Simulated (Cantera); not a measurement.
## Diamond growth

A diamond (100) surface in a fixed gas of H2 with x(CH4) = 0.017, x(H) = 0.005, at 1225 K, 10.5 Torr; coverages are run to steady state.

Model: the Harris–Goodwin 1993 mechanism for the reconstructed diamond (100) surface, integrated in Cantera.

```
x(CH3)   growth (µm/h)  θ c6HH  θ c6H*  θ c6*H  θ c6**    θ c6HM
-------  -------------  ------  ------  ------  ------  --------
1e-06          0.00213   0.427  0.0410   0.500  0.0325   2.94e-6
2.8e-06        0.00596   0.427  0.0410   0.500  0.0325   8.22e-6
7.8e-06         0.0166   0.427  0.0410   0.500  0.0325   2.29e-5
2.2e-05         0.0468   0.427  0.0409   0.499  0.0324   6.46e-5
6.1e-05          0.129   0.427  0.0409   0.499  0.0324  0.000179
0.00017          0.359   0.427  0.0409   0.499  0.0322  0.000497
0.00047          0.982   0.426  0.0408   0.498  0.0317   0.00136
0.0013            2.63   0.424  0.0406   0.495  0.0304   0.00370
0.0037            6.88   0.420  0.0400   0.488  0.0272    0.0100
```
θ: site fractions in the mechanism's names (c6HH fully hydrogenated, c6H* and c6*H radical sites, c6** diradical, c6HM methylated).
